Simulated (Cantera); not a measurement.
Charge: 1 mol Fe3O4, 5.7 mol CO, 1.4 mol N2, at 0.0710 bar.

These are equilibrium values from Cantera (NASA tables, ideal gas, pure condensed phases), not measurements of a reactor. Candidate condensed phases: C, Fe, Fe(CO)5, FeO, Fe2O3, Fe3O4; 27 gas species. The tables' stoichiometric FeO is somewhat more stable than real wüstite, so its field is too wide. FeO: taken at fixed stoichiometry. The numbers say what is thermodynamically allowed, not how fast it happens. All values below are at 1825 K.

Base state: CO 0.661, N2 0.197, CO2 0.141, Fe 0.000321 (mole fractions); condensed: FeO(l).

**Question.** What changes in the equilibrium state with this change: Fe3O4 replaced by SiO2?

**Answer.** 
```tsv
species	before	after
CO	0.661	0.797
N2	0.197	0.197
SiO	0	0.00319
CO2	0.141	0.00319
Fe	0.000321	0
FeO(l), mol	3.00	0
SiO2(condensed), mol	0	0.977
```
The tables hold silica as quartz up to 1696 K and as liquid above; real silica turns to tridymite and cristobalite and melts near 1996 K. Further candidate phases: Si, SiC, SiO2, Si2N2O, Si3N4.
